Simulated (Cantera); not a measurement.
## SiCl4 + H2 (silicon epitaxy and polysilicon growth)

Feed: 1 mol SiCl4, 67 mol H2, at 1100 Pa.

Method: chemical equilibrium by Gibbs-energy minimisation in Cantera with the NASA 1993 tables (ideal gas, pure condensed phases). Candidate condensed phases: Si; 19 gas species. The tables' values for SiCl3 are old estimates; treat these amounts as uncertain. Rates play no part.

| T (°C) | x H2 | x HCl | x SiCl4 | x SiCl2 | n Si(s) |
|---|---|---|---|---|---|
| 675 | 0.975 | 0.0126 | 0.00884 | 0.000249 | 0.146 |
| 750 | 0.967 | 0.0223 | 0.00638 | 0.000917 | 0.298 |
| 825 | 0.959 | 0.0334 | 0.00338 | 0.00236 | 0.452 |
| 900 | 0.952 | 0.0414 | 0.00114 | 0.00409 | 0.548 |
| 975 | 0.949 | 0.0445 | 0.000273 | 0.00523 | 0.574 |
| 1050 | 0.949 | 0.0450 | 6.26e-5 | 0.00585 | 0.569 |
| 1125 | 0.949 | 0.0449 | 1.59e-5 | 0.00625 | 0.555 |
| 1200 | 0.949 | 0.0445 | 4.56e-6 | 0.00656 | 0.539 |
x: gas mole fraction; n: condensed amount in mol.

From 675 °C to 1200 °C the condensed part is Si(s). The main Si-bearing gas is SiCl4 at 675 °C and SiCl2 at 1200 °C. The share of Si in condensed phases is highest at 975 °C (57.4 %) and lowest at 675 °C (14.6 %).
